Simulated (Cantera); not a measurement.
## Thermodynamics of hydrogen reduction and annealing atmospheres, feed PbO + H2 + N2

Input: 1 mol PbO, 6 mol H2, 73 mol N2, held at 675 Torr.

These are equilibrium values from Cantera (NASA tables, ideal gas, pure condensed phases), not measurements of a reactor. Candidate condensed phases: H2O, Pb, PbO, PbO2, Pb3O4; 27 gas species. Kinetics and transport are ignored.

```json
[
 {"T (K)": "1148", "x N2": "0.924", "x H2": "0.0633", "x H2O": "0.0127", "x Pb": "0.000311", "x H": "1.90e-8", "n Pb(l)": "0.975"},
 {"T (K)": "1248", "x N2": "0.923", "x H2": "0.0632", "x H2O": "0.0126", "x Pb": "0.00144", "x H": "1.24e-7", "n Pb(l)": "0.886"},
 {"T (K)": "1348", "x N2": "0.919", "x H2": "0.0630", "x H2O": "0.0126", "x Pb": "0.00531", "x H": "6.12e-7", "n Pb(l)": "0.578"},
 {"T (K)": "1448", "x N2": "0.913", "x H2": "0.0625", "x H2O": "0.0125", "x Pb": "0.0125", "x H": "2.43e-6", "n Pb(l)": "0"},
 {"T (K)": "1548", "x N2": "0.912", "x H2": "0.0625", "x H2O": "0.0125", "x Pb": "0.0125", "x H": "8.11e-6", "n Pb(l)": "0"},
 {"T (K)": "1648", "x N2": "0.912", "x H2": "0.0625", "x H2O": "0.0125", "x Pb": "0.0125", "x H": "2.35e-5", "n Pb(l)": "0"},
 {"T (K)": "1748", "x N2": "0.912", "x H2": "0.0625", "x H2O": "0.0125", "x Pb": "0.0125", "x H": "6.02e-5", "n Pb(l)": "0"},
 {"T (K)": "1848", "x N2": "0.912", "x H2": "0.0624", "x H2O": "0.0125", "x Pb": "0.0125", "x H": "0.000140", "n Pb(l)": "0"},
 {"T (K)": "1948", "x N2": "0.912", "x H2": "0.0624", "x H2O": "0.0125", "x Pb": "0.0125", "x H": "0.000297", "n Pb(l)": "0"}
]
```
x: gas mole fraction; n: condensed amount in mol.

From 1148 K to 1348 K the condensed part is Pb(l). From 1448 K to 1948 K nothing is condensed. The main Pb-bearing gas is Pb throughout.
